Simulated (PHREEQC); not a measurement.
Brine: speciation

A solution holds 3.7 mol/kgw NaBr, 2.43 mol/kgw SrCl2 and 0.89 mol/kgw NaCl, at 25 °C. Closed to the air; pH follows from the charge balance.

The numbers come from PHREEQC with the Pitzer model, pitzer.dat.

This is a speciation only: nothing precipitates in the calculation.

Estimate the activity of water.

activity of water 0.552.

The solution is supersaturated, for example in Halite, so a real one may precipitate; this is no full list.
